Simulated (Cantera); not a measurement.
An isothermal, constant-pressure homogeneous reactor starts with CH4 : N2 = 1 : 3.9 (molar parts), at 1700 K and 0.592 atm. Integrator tolerance rtol = 1e-08.

Model: GRI-Mech 3.0 (53 species, 325 reactions), integrated in Cantera. GRI-Mech 3.0 stops at C3 and has no aromatics, soot or wall deposition, so with more carbon than oxygen in the feed, carbon stays in small species such as C2H2 where larger ones or solid carbon would form.

Task: What does this change do: pressure from 0.592 atm to 0.0642 atm?

Result: 
```
quantity                                             before                                      after
----------------  -----------------------------------------  -----------------------------------------
x(CH4) at 200 s     0.00274 (gas-phase equilibrium 0.00189)  0.000305 (gas-phase equilibrium 0.000210)
x(HCN) at 200 s      7.22e-5 (gas-phase equilibrium 0.0895)     2.91e-5 (gas-phase equilibrium 0.0901)
x(C2H4) at 200 s  0.000603 (gas-phase equilibrium 0.000284)    6.74e-5 (gas-phase equilibrium 3.15e-5)
x(CH3) at 200 s     2.13e-5 (gas-phase equilibrium 1.47e-5)    7.15e-6 (gas-phase equilibrium 4.91e-6)
x(H2) at 200 s          0.250 (gas-phase equilibrium 0.252)        0.254 (gas-phase equilibrium 0.254)
x(CH2) at 200 s     8.42e-9 (gas-phase equilibrium 5.78e-9)    8.53e-9 (gas-phase equilibrium 5.85e-9)
```

Task: What does this change do: temperature 1700 to 1250 K?

Result: 
| quantity | before | after |
|---|---|---|
| x(CH4) at 200 s | 0.00274 (gas-phase equilibrium 0.00189) | 0.162 (gas-phase equilibrium 0.0890) |
| x(HCN) at 200 s | 7.22e-5 (gas-phase equilibrium 0.0895) | <1e-12 (gas-phase equilibrium 0.0432) |
| x(C2H4) at 200 s | 0.000603 (gas-phase equilibrium 0.000284) | 0.00286 (gas-phase equilibrium 0.00855) |
| x(CH3) at 200 s | 2.13e-5 (gas-phase equilibrium 1.47e-5) | 3.10e-6 (gas-phase equilibrium 2.93e-6) |
| x(H2) at 200 s | 0.250 (gas-phase equilibrium 0.252) | 0.0506 (gas-phase equilibrium 0.137) |
| x(CH2) at 200 s | 8.42e-9 (gas-phase equilibrium 5.78e-9) | 1.70e-12 (gas-phase equilibrium 2.77e-12) |
